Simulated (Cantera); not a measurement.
Input (Python, Cantera):

```python
import numpy as np
import cantera as ct

gas = ct.Solution("gri30.yaml")
gas.TPX = 1373, 100000, {'CH4': 1, 'CO2': 0.38, 'H2': 0.17}
reactor = ct.IdealGasConstPressureReactor(gas, energy="off", clone=False)
net = ct.ReactorNet([reactor])
net.rtol, net.atol = 1e-08, 1e-18
show = ['CH4', 'CO2', 'H2', 'O2', 'O', 'C2H']
times = np.geomspace(7e-05, 10, 13)

steps = ct.SolutionArray(gas, extra=["t"])
rows = []
print(f"{'t/s':>10s}{'T/K':>9s}{'P/Pa':>11s}" + "".join(f"{s:>11s}" for s in show))
for t in times:
    while net.time < t:
        t_next = net.step()
        steps.append(gas.state, t=t_next)
    rows.append([np.interp(t, steps.t, y) for y in (steps.T, steps.P, *steps(*show).X.T)])
    print(f"{t:10.3e}{rows[-1][0]:9.1f}{rows[-1][1]:11.4g}" + "".join(f"{x:11.3e}" for x in rows[-1][2:]))
rate = np.gradient(steps.T, steps.t)
print("integrator steps:", len(steps.t))
if steps.T.max() > steps.T[0] + 200:
    print(f"time of steepest temperature rise: {steps.t[rate.argmax()]:.4e} s")
gas.TPX = 1373, 100000, {'CH4': 1, 'CO2': 0.38, 'H2': 0.17}
gas.equilibrate("TP")
print(f"equilibrium (TP): T = {gas.T:.1f} K  " + "  ".join(f"{s} {gas[s].X[0]:.3e}" for s in show))
```

Result:

```
       t/s      T/K       P/Pa        CH4        CO2         H2         O2          O        C2H
 7.000e-05   1373.0      1e+05  6.452e-01  2.452e-01  1.097e-01  7.801e-21  1.676e-16  2.257e-24
 1.882e-04   1373.0      1e+05  6.452e-01  2.452e-01  1.097e-01  7.168e-20  2.066e-16  3.749e-22
 5.061e-04   1373.0      1e+05  6.451e-01  2.452e-01  1.097e-01  5.534e-19  3.844e-16  5.238e-20
 1.361e-03   1373.0      1e+05  6.451e-01  2.452e-01  1.097e-01  2.810e-18  5.979e-16  2.672e-18
 3.659e-03   1373.0      1e+05  6.450e-01  2.451e-01  1.097e-01  9.808e-18  6.848e-16  5.067e-17
 9.840e-03   1373.0      1e+05  6.447e-01  2.451e-01  1.099e-01  3.072e-17  8.677e-16  8.904e-16
 2.646e-02   1373.0      1e+05  6.438e-01  2.449e-01  1.103e-01  9.654e-17  1.225e-15  1.879e-14
 7.114e-02   1373.0      1e+05  6.410e-01  2.442e-01  1.118e-01  2.958e-16  1.606e-15  3.342e-13
 1.913e-01   1373.0      1e+05  6.328e-01  2.421e-01  1.169e-01  7.905e-16  1.884e-15  3.245e-12
 5.144e-01   1373.0      1e+05  6.102e-01  2.356e-01  1.319e-01  1.686e-15  2.438e-15  1.770e-11
 1.383e+00   1373.0      1e+05  5.555e-01  2.175e-01  1.671e-01  2.996e-15  3.659e-15  5.800e-11
 3.719e+00   1373.0      1e+05  4.470e-01  1.717e-01  2.260e-01  4.250e-15  6.447e-15  1.395e-10
 1.000e+01   1373.0      1e+05  2.931e-01  8.357e-02  2.862e-01  3.492e-15  1.415e-14  3.077e-10
integrator steps: 879
equilibrium (TP): T = 1373.0 K  CH4 1.838e-01  CO2 1.299e-06  H2 4.713e-01  O2 6.613e-24  O 1.595e-18  C2H 8.747e-11
```

Model: GRI-Mech 3.0 (53 species, 325 reactions), integrated in Cantera. GRI-Mech 3.0 stops at C3 and has no aromatics, soot or wall deposition, so with more carbon than oxygen in the feed, carbon stays in small species such as C2H2 where larger ones or solid carbon would form.
